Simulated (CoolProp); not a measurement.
Properties of R407C along the isotherm 500 K.

Computed with CoolProp (reference Helmholtz-energy equation of state, Lemmon 2003). It is a pseudo-pure fit of the blend.

```csv
p (bar),phase,cv (kJ/(kg K)),speed of sound (m/s),expansivity (1/kK),conductivity (mW/(m K))
25.7,gas,1.048,220.3,2.538,30.2
51.5,supercritical,1.065,212.6,3.180,32.5
77.2,supercritical,1.081,208.0,?,35.3
103,supercritical,?,207.9,4.511,38.6
129,supercritical,1.105,213.5,4.913,42.3
154,supercritical,?,224.0,5.004,45.9
180,supercritical,1.114,238.8,?,49.5
206,supercritical,1.116,256.5,4.536,52.9
232,supercritical,?,275.6,4.179,55.9
```

Problem. What belongs in the gaps?

Solution. 
- 77.2, expansivity (1/kK): 3.878
- 103, cv (kJ/(kg K)): 1.095
- 154, cv (kJ/(kg K)): 1.111
- 180, expansivity (1/kK): 4.844
- 232, cv (kJ/(kg K)): 1.117

Thermal conductivity comes from a separate model (Geller 2001).
